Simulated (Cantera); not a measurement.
An isothermal, constant-pressure homogeneous reactor starts with 43.5 % N₂O, 56.5 % N₂, at 1575 K and 1.00 atm.

Detailed kinetics in Cantera: GRI-Mech 3.0 (53 species, 325 reactions). GRI-Mech 3.0 was tuned for natural gas; its chemistry of N2O as a main component is partial and can be far from experiment. The temperature is held fixed by assumption; the heat of reaction is taken as removed at once.

### Question
Predict: x(N₂O) at 30.0 s; x(O) at 30.0 s; x(N₂) at 30.0 s; x(NO) at 30.0 s; x(NO₂) at 30.0 s; x(O₂) at 30.0 s.

### Answer
x(N₂O) at 30.0 s: 2.01e-6 (gas-phase equilibrium 1.01e-7)
x(O) at 30.0 s: 4.03e-6 (gas-phase equilibrium 4.51e-6)
x(N₂) at 30.0 s: 0.784 (gas-phase equilibrium 0.821)
x(NO) at 30.0 s: 0.0742 (gas-phase equilibrium 0.00164)
x(NO₂) at 30.0 s: 0.000263 (gas-phase equilibrium 6.51e-6)
x(O₂) at 30.0 s: 0.141 (gas-phase equilibrium 0.178)
